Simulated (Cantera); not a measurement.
Input: 1 mol CCl4, 0.23 mol CH4, 0.25 mol HCl, at 2448.15 K and 10.0 Torr.

Method: chemical equilibrium by Gibbs-energy minimisation in Cantera with the NASA 1993 tables (ideal gas, pure condensed phases). Candidate condensed phases: C, C6H6, C7H8, C8H18; 91 gas species. Kinetics and transport are ignored.

Base state: Cl 0.728, HCl 0.261, H 0.00758, H2 0.00193, Cl2 0.000783, C2HCl 2.38e-5, C2H2 (acetylene) 1.67e-5, C3 1.63e-5 (mole fractions); condensed: C(graphite).

**Question.** What changes in the equilibrium state with this change: temperature from 2448.15 K to 698 K?

**Answer.** 
| species | before | after |
|---|---|---|
| Cl2 | 0.000783 | 0.564 |
| HCl | 0.261 | 0.433 |
| CCl4 | <1e-9 | 0.00327 |
| Cl | 0.728 | 4.04e-6 |
| H | 0.00758 | <1e-9 |
| H2 | 0.00193 | <1e-9 |
| C2HCl | 2.38e-5 | <1e-9 |
| C2H2 (acetylene) | 1.67e-5 | <1e-9 |
| C(graphite), mol | 1.23 | 1.22 |
Gases not in the tables: chlorinated aromatics.
